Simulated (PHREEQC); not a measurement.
0.012 g of hydrous ferric oxide (600 m²/g; 0.2 weak and 0.005 strong sites per Fe, Dzombak-Morel constants, diffuse double layer) in 1 kg of water with 0.01 mol/kgw of an inert sodium salt and 0.0092 mmol/kgw SrCl2, at 25 °C; the pH is set by adding NaOH or the inert anion's acid. Oxygen alone is held at its pressure in air (log pO2 = -0.68). The system is closed to CO2. No solid was allowed to form.

Equilibrium calculation in PHREEQC: ion-association model, wateq4f.dat.

```json
[
 {"pH": "3", "Sr sorbed (%)": "0.0", "surface charge σ (C/m²)": "0.324", "surface potential ψ (mV)": "203"},
 {"pH": "3.38", "Sr sorbed (%)": "0.0", "surface charge σ (C/m²)": "0.288", "surface potential ψ (mV)": "199"},
 {"pH": "3.75", "Sr sorbed (%)": "0.0", "surface charge σ (C/m²)": "0.246", "surface potential ψ (mV)": "191"},
 {"pH": "4.12", "Sr sorbed (%)": "0.0", "surface charge σ (C/m²)": "0.202", "surface potential ψ (mV)": "182"},
 {"pH": "4.5", "Sr sorbed (%)": "0.0", "surface charge σ (C/m²)": "0.160", "surface potential ψ (mV)": "170"},
 {"pH": "4.88", "Sr sorbed (%)": "0.0", "surface charge σ (C/m²)": "0.124", "surface potential ψ (mV)": "157"},
 {"pH": "5.25", "Sr sorbed (%)": "0.0", "surface charge σ (C/m²)": "0.094", "surface potential ψ (mV)": "142"},
 {"pH": "5.62", "Sr sorbed (%)": "0.0", "surface charge σ (C/m²)": "0.069", "surface potential ψ (mV)": "127"},
 {"pH": "6.38", "Sr sorbed (%)": "0.0", "surface charge σ (C/m²)": "0.034", "surface potential ψ (mV)": "92"},
 {"pH": "6.75", "Sr sorbed (%)": "0.0", "surface charge σ (C/m²)": "0.023", "surface potential ψ (mV)": "74"},
 {"pH": "7.12", "Sr sorbed (%)": "0.1", "surface charge σ (C/m²)": "0.015", "surface potential ψ (mV)": "54"},
 {"pH": "7.5", "Sr sorbed (%)": "0.2", "surface charge σ (C/m²)": "0.008", "surface potential ψ (mV)": "34"},
 {"pH": "7.88", "Sr sorbed (%)": "1.1", "surface charge σ (C/m²)": "0.003", "surface potential ψ (mV)": "13"},
 {"pH": "8.25", "Sr sorbed (%)": "3.2", "surface charge σ (C/m²)": "-0.001", "surface potential ψ (mV)": "-6"},
 {"pH": "8.62", "Sr sorbed (%)": "5.9", "surface charge σ (C/m²)": "-0.006", "surface potential ψ (mV)": "-24"},
 {"pH": "9", "Sr sorbed (%)": "8.6", "surface charge σ (C/m²)": "-0.011", "surface potential ψ (mV)": "-43"}
]
```

Complexes and solids missing from the database can't appear. The oxide is taken as insoluble; below pH 4 it would dissolve.
